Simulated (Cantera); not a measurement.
Charge: 1 mol Si, 1.7 mol O₂, 5.3 mol H₂, equilibrated at 0.250 bar.

These are equilibrium values from Cantera (NASA tables, ideal gas, pure condensed phases), not measurements of a reactor. Candidate condensed phases: H₂O, Si, SiO₂; 18 gas species. The tables hold silica as quartz up to 1696 K and as liquid above; real silica turns to tridymite and cristobalite and melts near 1996 K. Gases not in the tables: Si(OH)₄. The numbers say what is thermodynamically allowed, not how fast it happens.

log p: log10 of the partial pressure in bar; n: condensed amount in mol.

```
T (°C)  log p H₂  log p H₂O     log p H   log p SiO    log p OH  log p SiO₂     log p O  n SiO₂(β-quartz)  n SiO₂(condensed)
------  --------  ---------  ----------  ----------  ----------  ----------  ----------  ----------------  -----------------
902        -0.74      -1.18       -7.28        <-12       -9.88        <-12        <-12              1.00                  0
952        -0.74      -1.18       -6.87      -12.58       -9.36        <-12        <-12              1.00                  0
1002       -0.74      -1.18       -6.50      -11.66       -8.88        <-12        <-12              1.00                  0
1052       -0.74      -1.18       -6.15      -10.82       -8.43        <-12        <-12              1.00                  0
1102       -0.74      -1.18       -5.83      -10.04       -8.02        <-12        <-12              1.00                  0
1152       -0.74      -1.18       -5.53       -9.31       -7.64        <-12      -12.48              1.00                  0
1202       -0.74      -1.18       -5.25       -8.64       -7.28      -12.02      -11.86              1.00                  0
1252       -0.74      -1.18       -4.99       -8.01       -6.95      -11.33      -11.27              1.00                  0
1302       -0.74      -1.18  (withheld)  (withheld)  (withheld)      -10.69  (withheld)             1.000                  0
1352       -0.74      -1.18  (withheld)  (withheld)  (withheld)      -10.09  (withheld)             1.000                  0
1402       -0.74      -1.18       -4.30       -6.36       -6.06       -9.52       -9.72             1.000                  0
1452       -0.74      -1.18       -4.10       -5.88       -5.80       -8.99       -9.27                 0              1.000
1502       -0.74      -1.18       -3.91       -5.43       -5.56       -8.50       -8.83                 0              1.000
```

Question: Complete the blanks.

Answer: 
- 1302, log p H: -4.75
- 1302, log p SiO: -7.43
- 1302, log p OH: -6.63
- 1302, log p O: -10.72
- 1352, log p H: -4.52
- 1352, log p SiO: -6.88
- 1352, log p OH: -6.34
- 1352, log p O: -10.21
